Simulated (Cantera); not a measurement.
A closed system holds: 1 mol C₃H₈, 0.088 mol H₂O, at 1048 K.

Cantera equilibrium calculation (NASA polynomials, part measured and part estimated; ideal gas, pure solids and liquids). Candidate condensed phases: C, C₆H₆, C₇H₈, C₈H₁₈, H₂O; 110 gas species. The ideal-gas law is rough above about 30 bar. The numbers say what is thermodynamically allowed, not how fast it happens.

x: gas mole fraction; n: condensed amount in mol.

```csv
P (Pa),x H₂,x CH₄,x H₂O,x CO,x CO₂,x C₂H₆,n C(graphite)
10,0.979,5.59e-6,3.86e-7,0.0211,9.85e-9,<1e-12,2.91
46,0.979,___,___,0.0211,___,<1e-12,2.91
220,0.979,0.000123,8.48e-6,0.0211,2.17e-7,4.09e-12,2.91
1000,0.978,___,___,0.0210,___,___,2.91
4600,0.976,0.00256,0.000176,0.0209,4.48e-6,1.77e-9,2.90
22000,0.967,0.0120,0.000815,0.0205,2.05e-5,3.94e-8,2.87
100000,0.928,0.0502,0.00326,0.0188,7.83e-5,7.19e-7,2.73
460000,0.802,0.173,0.0100,0.0145,0.000215,9.84e-6,2.34
2200000,0.563,0.407,0.0205,0.00885,0.000382,7.78e-5,1.78
10000000,0.330,0.635,0.0293,0.00476,0.000502,0.000323,1.39
```

**Question.** Complete the blanks.

**Answer.** 
- 1000, x CH₄: 0.000559
- 1000, x H₂O: 3.85e-5
- 1000, x CO₂: 9.83e-7
- 1000, x C₂H₆: 8.43e-11
- 46, x CH₄: 2.57e-5
- 46, x H₂O: 1.77e-6
- 46, x CO₂: 4.53e-8
